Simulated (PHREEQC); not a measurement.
Consider water at 25 °C with 0.0068 mol/kgw K2CO3, 0.46 mol/kgw KNO3 and 0.025 mol/kgw KH2PO4. Closed to the air; pH follows from the charge balance.

Model: ion-association model, phreeqc.dat, run in PHREEQC.

| quantity | before | after |
|---|---|---|
| pH | 6.39 | 6.49 |
| CO2 (mol/kgw) | 0.00247 | 0.00115 |
| CO3-2 (mol/kgw) | 1.51e-6 | 8.25e-7 |

Q: Which change was made?
(A) KH2PO4 replaced by Na3PO4 at the same molality
(B) diluted 2-fold with water
(C) K2CO3 from 0.0068 to 0.00136 mol/kgw
(D) KH2PO4 replaced by K2HPO4 at the same molality
(E) KH2PO4 replaced by KHCO3 at the same molality

A: B, diluted 2-fold with water

No solid was allowed to form.
